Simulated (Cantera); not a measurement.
Feed: 1 mol C₆H₆, a varied amount of H₂, equilibrated at 0.00480 bar.

Equilibrium computed with Cantera from the NASA thermochemical tables; the gas is ideal and each condensed phase is pure. Candidate condensed phases: C, C₆H₆, C₇H₈, C₈H₁₈; 76 gas species. Rates play no part.

Stable condensed phases, one row left out:

```
T in K \ n(H₂) in mol
         7.7  14  19  25  31  37  43  49  55  61  67  73  78
    775    A   A   A   A   A   A   A   A   A   A   A   A   A
    750    A   A   A   A   A   A   A   A   A   A   A   A   A
    725    A   A   A   A   A   A   A   A   A   A   A   A   A
    700    A   A   A   A   A   A   A   A   A   A   A   A   A
    675    A   A   A   A   A   A   A   A   A   A   A   A   A
    650    A   A   A   A   A   A   A   A   A   A   B   B   B
    600    A   A   A   A   B   B   B   B   B   B   B   B   B
    575    A   A   A   B   B   B   B   B   B   B   B   B   B
```

A: C; B: gas only.

Problem. Give the row for 625 K.

Solution. 7.7: C; 14: C; 19: C; 25: C; 31: C; 37: C; 43: gas only; 49: gas only; 55: gas only; 61: gas only; 67: gas only; 73: gas only; 78: gas only.
